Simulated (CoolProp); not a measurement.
A closed Brayton cycle with carbon dioxide: compressor inlet 310.15 K and 9.9 MPa, high pressure 20.4 MPa, turbine inlet 845 K, compressor efficiency 0.89, turbine efficiency 0.9, recuperator effectiveness 0.8 (on enthalpy, no pinch check). Each further row changes one setting.

Model: reference Helmholtz-energy equation of state, Span 1996, in CoolProp.

| case | thermal efficiency (%) | net work (kJ/kg) | compressor to turbine work | compressor exit (K) | turbine exit (K) |
|---|---|---|---|---|---|
| as stated | 26.9 | 83.3 | 0.16 | 329.8 | 756.0 |
| turbine inlet 795 K | 26.3 | 76.8 | 0.18 | 329.8 | 709.2 |
| compressor inlet 320.15 K | 26.6 | 76.4 | 0.23 | 359.7 | 756.0 |
| high pressure 17.3 MPa | 23.5 | 66.3 | 0.15 | 324.9 | 775.9 |
| recuperator effectiveness 0.5 | 17.6 | 83.3 | 0.16 | 329.8 | 756.0 |
